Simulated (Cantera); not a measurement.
Input: 1 mol Al, 2.7 mol HBr, equilibrated at 1450 K and 133 Pa.

Method: chemical equilibrium by Gibbs-energy minimisation in Cantera with the NASA 1993 tables (ideal gas, pure condensed phases). Candidate condensed phases: Al, AlBr3, Br2; 11 gas species. Kinetics and transport are ignored.

Base state: H2 0.497, AlBr3 0.293, AlBr 0.110, HBr 0.0953, Br 0.00428, H 0.000183 (mole fractions); condensed: gas only.

Task: What changes in the equilibrium state with this change: temperature from 1450 K to 1048 K?

Result: 
```tsv
species	before	after
H2	0.497	0.574
AlBr3	0.293	0.361
AlBr	0.110	0.0641
HBr	0.0953	0.000639
Br	0.00428	2.05e-7
H	0.000183	1.60e-7
```
